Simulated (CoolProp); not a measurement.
Saturation properties of R113 (Tc = 487.2 K, pc = 3.392 MPa, ω = 0.253).

The numbers come from the reference Helmholtz-energy equation of state, Marx 1992 in CoolProp.

```tsv
T (K)	p (MPa)	vapour density (kg/m³)	liquid cp (kJ/(kg K))
376.4	0.4710	32.16	1.011
379.8	0.5090	34.72	1.016
383.2	0.5492	37.45	(withheld)
386.5	0.5905	40.26	1.028
389.9	0.6355	43.34	(withheld)
393.3	0.6829	46.62	1.040
396.7	(withheld)	(withheld)	1.047
400.1	0.7856	(withheld)	1.054
403.5	(withheld)	57.74	1.062
406.9	(withheld)	61.93	(withheld)
410.3	0.9605	66.39	1.078
```

Question: Complete the blanks.

Answer: 
- 383.2, liquid cp (kJ/(kg K)): 1.022
- 389.9, liquid cp (kJ/(kg K)): 1.034
- 396.7, p (MPa): 0.7329
- 396.7, vapour density (kg/m³): 50.10
- 400.1, vapour density (kg/m³): 53.81
- 403.5, p (MPa): 0.8410
- 406.9, p (MPa): 0.8993
- 406.9, liquid cp (kJ/(kg K)): 1.070

It boils at 320.7 K under 1 atm.
